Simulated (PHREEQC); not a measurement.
Dissolve 0.002 mol HF, 0.00045 mol CaCl2 and 5.3e-05 mol KCl per kg of water at 20 °C. Closed to the air; pH follows from the charge balance.

Model: ion-association model, phreeqc.dat, run in PHREEQC.

Precipitation was switched off in this run.

Question: Predict the pH.

Answer: pH 3.05.

Question: In which forms is F present?

Answer: HF 53 %, F- 46 % of the F.

The solution is supersaturated, for example in Fluorite, so a real one may precipitate; this is no full list. Complexes and solids missing from the database can't appear.
